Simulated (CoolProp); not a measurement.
Hydrogen chloride along the isobar 274 bar: density (kg/m³) from the reference equation and from simpler models built on Tc = 51.5 °C, pc = 83.14 bar, ω = 0.130; each cubic takes its own stable root.

The numbers come from the reference Helmholtz-energy equation of state, Thol 2018 in CoolProp.

| T (°C) | phase | reference | van der Waals | Redlich-Kwong | Soave-Redlich-Kwong | Peng-Robinson |
|---|---|---|---|---|---|---|
| -56.95 | liquid | 1155 | 710.9 | 1010 | 1019 | 1146 |
| -17.85 | liquid | 1062 | 667.7 | 920.3 | 930.8 | 1047 |
| 21.35 | liquid | 954.9 | 619.8 | 817.5 | 824.6 | 924.4 |
| 60.55 | supercritical | 827.4 | 566.3 | 700.2 | 697.2 | 773.9 |
| 99.65 | supercritical | 670.3 | 506.7 | 572.7 | 553.8 | 603.9 |
| 138.85 | supercritical | 500.9 | 441.9 | 453.2 | 425.1 | 456.0 |
| 177.95 | supercritical | 380.0 | 378.1 | 364.9 | 338.8 | 360.0 |
| 217.15 | supercritical | 310.5 | 323.3 | 305.9 | 284.2 | 300.0 |
